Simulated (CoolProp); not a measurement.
Computed with CoolProp (reference Helmholtz-energy equation of state, Wagner 2002).

Problem. Give the vapour pressure (kPa), enthalpy of vaporisation (kJ/kg), liquid cp (kJ/(kg K)) of saturated water at 430.4 K.

Solution. 
| T (K) | p (kPa) | enthalpy of vaporisation (kJ/kg) | liquid cp (kJ/(kg K)) |
|---|---|---|---|
| 430.4 | 576 | 2090 | 4.33 |
